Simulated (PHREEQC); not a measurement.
**Alkaline etch or developer (model solution)**

A solution holds 1.1 mmol/kgw NaOH, 0.25 mmol/kgw H3BO3 and 0.0064 mmol/kgw (CH3)4NCl, at 25 °C. Closed to the air; pH follows from the charge balance.

Computed with PHREEQC (ion-association model, phreeqc.dat).

This is a speciation only: nothing precipitates in the calculation.

Task: Predict the pH.

Result: pH 10.91.

Task: In which forms is B present?

Result: H2BO3- 98 %, H3BO3 2.0 % of the B.

(CH3)4N+ isn't in the database: it is added as a free cation with an ion size of 4 Å.
